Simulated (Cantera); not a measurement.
Thermodynamics of iron carbonyl, mercury and lead vapours, feed PbO + CO + N₂ + H₂O

Feed: 1 mol PbO, 1.9 mol CO, 1.7 mol N₂, 0.00014 mol H₂O, equilibrated at 13.3 mbar.

Method: chemical equilibrium by Gibbs-energy minimisation in Cantera with the NASA 1993 tables (ideal gas, pure condensed phases). Candidate condensed phases: C, C₆H₆, C₇H₈, C₈H₁₈, H₂O, Pb, PbO, PbO₂, Pb₃O₄; 139 gas species. The numbers say what is thermodynamically allowed, not how fast it happens.

| T (K) | x N₂ | x CO₂ | x CO | x Pb | x PbO | n Pb(l) |
|---|---|---|---|---|---|---|
| 873 | 0.472 | 0.278 | 0.250 | 4.77e-5 | 6.55e-12 | 1.000 |
| 923 | 0.472 | 0.278 | 0.250 | 0.000190 | 8.44e-11 | 0.999 |
| 973 | 0.472 | 0.278 | 0.250 | 0.000656 | 8.34e-10 | 0.998 |
| 1023 | 0.471 | 0.277 | 0.249 | 0.00200 | 6.55e-9 | 0.993 |
| 1073 | 0.470 | 0.276 | 0.249 | 0.00548 | 4.24e-8 | 0.980 |
| 1123 | 0.466 | 0.274 | 0.247 | 0.0137 | 2.31e-7 | 0.950 |
| 1173 | 0.457 | 0.269 | 0.242 | 0.0316 | 1.09e-6 | 0.882 |
| 1223 | 0.440 | 0.259 | 0.233 | 0.0681 | 4.50e-6 | 0.737 |
| 1273 | 0.407 | 0.240 | 0.216 | 0.138 | 1.66e-5 | 0.425 |
| 1323 | 0.370 | 0.217 | 0.196 | 0.217 | 4.55e-5 | 0 |
| 1373 | 0.370 | 0.217 | 0.196 | 0.217 | 7.60e-5 | 0 |
| 1423 | 0.370 | 0.217 | 0.196 | 0.217 | 0.000122 | 0 |
| 1473 | 0.370 | 0.217 | 0.196 | 0.217 | 0.000190 | 0 |
x: gas mole fraction; n: condensed amount in mol.

From 873 K to 1273 K the condensed part is Pb(l). From 1323 K to 1473 K nothing is condensed. The main Pb-bearing gas is Pb throughout.
